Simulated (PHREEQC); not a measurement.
Make-up at 25 °C: 0.0081 mol NaHCO3, 7.9e-05 mol Na2SO4 and 0.26 mol LiCl per kg of water. Closed to the air; pH follows from the charge balance.

Model: ion-association model, phreeqc.dat, run in PHREEQC.

```tsv
quantity	before	after
pH	8.04	7.88
CO2 (mol/kgw)	0.000111	0.000137
NaHCO3 (mol/kgw)	1.83e-5	1.50e-5
(CO2)2 (mol/kgw)	2.41e-10	8.43e-10
SI of Halite (NaCl)	-4.53	-4.57
```

Problem. Which change was made?
A. Na2SO4 replaced by NaHF2 at the same molality
B. diluted 2-fold with water
C. 0.014 mol/kgw NaHSO4 added
D. Na2SO4 from 7.9e-05 to 7.11e-05 mol/kgw
E. temperature from 25 to 55 °C

Solution. E, temperature from 25 to 55 °C

Precipitation was switched off in this run. At this temperature some constants are extrapolated from 25 °C, and those without enthalpy data are left unchanged.
